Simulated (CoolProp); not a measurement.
Vapour-liquid equilibrium of R143a (1) + dimethyl ether (2) at 0.244 MPa; x and y are mole fractions of (1).

Computed with CoolProp (multi-fluid Helmholtz-energy mixture model, Lemmon and Jacobsen 2000 and Wu 2011; pair parameters Bell 2016).

**Question.** Give the bubble temperature and the first vapour's composition at x = 0.65, 0.75, 0.85. Is there an azeotrope?

**Answer.** x = 0.65: -21.1 °C, y = 0.807; x = 0.75: -22.9 °C, y = 0.868; x = 0.85: -24.5 °C, y = 0.923. No azeotrope shows between x = 0.05 and 0.95.

The pair parameters rest on a limited set of measurements; away from them the model extrapolates.
